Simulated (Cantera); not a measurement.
Transport properties of process gases

Gas mixture: 46.7 % C₃H₈, 53.3 % CO₂, at 4.93 atm, frozen composition.

Cantera's kinetic-theory transport with the Lennard-Jones parameters of GRI-Mech 3.0, ideal gas; thermal conductivity in the multicomponent form. The composition is frozen, though it would react at the higher temperatures.

| T (K) | ρ (kg/m³) | cp (J/kg/K) | μ (µPa s) | λ (mW/m/K) | Pr | D (cm²/s) CH₄ | D (cm²/s) CO₂ | D (cm²/s) C₂H₂ |
|---|---|---|---|---|---|---|---|---|
| 400 | 6.62 | 1497 | 14.8 | 27.6 | 0.802 | 0.0507 | 0.0285 | 0.0368 |
| 550 | 4.82 | 1837 | 19.5 | 44.3 | 0.808 | 0.0900 | 0.0516 | 0.0661 |
| 700 | 3.78 | 2113 | 23.7 | 61.6 | 0.812 | 0.137 | 0.0798 | 0.102 |
| 850 | 3.12 | 2330 | 27.5 | 78.7 | 0.813 | 0.192 | 0.113 | 0.143 |
| 1000 | 2.65 | 2508 | 30.9 | 95.3 | 0.814 | 0.254 | 0.149 | 0.190 |
| 1150 | 2.30 | 2636 | 34.2 | 111 | 0.814 | 0.322 | 0.190 | 0.241 |
| 1300 | 2.04 | 2747 | 37.2 | 126 | 0.813 | 0.396 | 0.234 | 0.297 |
D: mixture-averaged diffusion coefficient of that species in the mixture.
